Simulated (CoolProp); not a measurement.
A single-stage vapour-compression cycle with CH3F (R41): evaporating at 242.15 K (dew point), condensing at 267.15 K (bubble point), superheat 10 K, subcooling 2 K, compressor efficiency 0.85, no pressure losses. Each further row changes one setting.

Values from CoolProp's reference Helmholtz-energy equation of state, Lemmon 2006. It is a short technical equation, of lower accuracy than the large ones.

```tsv
case	cooling COP	pressure ratio	discharge temperature (K)	refrigerating effect (kJ/kg)	volumetric capacity (kJ/m³)
as stated	6.93	2.18	308.0	370	5470
evaporating temperature 247.15 K	9.03	(withheld)	(withheld)	372	6480
condensing temperature 262.15 K	8.92	1.89	(withheld)	383	5650
subcooling 7 K	7.16	2.18	308.0	383	5650
superheat 20 K	6.77	2.18	320.2	(withheld)	5350
compressor efficiency 0.75	6.12	2.18	312.9	370	5470
```

**Question.** Fill in the missing entries.

**Answer.** 
- evaporating temperature 247.15 K, pressure ratio: 1.84
- evaporating temperature 247.15 K, discharge temperature (K): 300.8
- condensing temperature 262.15 K, discharge temperature (K): 296.9
- superheat 20 K, refrigerating effect (kJ/kg): 385
